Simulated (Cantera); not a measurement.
# Ignition delay

Mixture: CH4 : O2 : N2 = 1 : 4.88 : 21.5 (molar parts), at 3.00 bar, adiabatic and at constant pressure. Ignition delay is the time to a rise of 400 K.

Model: GRI-Mech 3.0 (53 species, 325 reactions), integrated in Cantera.

| T0 (K) | delay (ms) |
|---|---|
| 1075 | 74.5 |
| 1175 | 17.4 |
| 1275 | 4.72 |
| 1375 | 1.47 |
| 1475 | 0.526 |
| 1575 | 0.216 |
| 1675 | 0.101 |
| 1775 | 0.0539 |

```yaml
apparent activation energy between 1575 and 1775 K: 160 kJ/mol
```
